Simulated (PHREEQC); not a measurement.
Make-up at 25 °C: 0.0425 mol/kgw KH2PO4, 4.2e-05 mol/kgw NH3 and 0.00012 mol/kgw KCl. Closed to the air; pH follows from the charge balance.

Equilibrium calculation in PHREEQC: ion-association model, phreeqc.dat.

Task: The ionic strength comes out as 0.0429 mol/kgw. What activity coefficients do H2PO4-, Cl-, HPO4-2, H+, K+ get?

Result: H2PO4- 0.84, Cl- 0.82, HPO4-2 0.48, H+ 0.86, K+ 0.82.

This is a speciation only: nothing precipitates in the calculation.
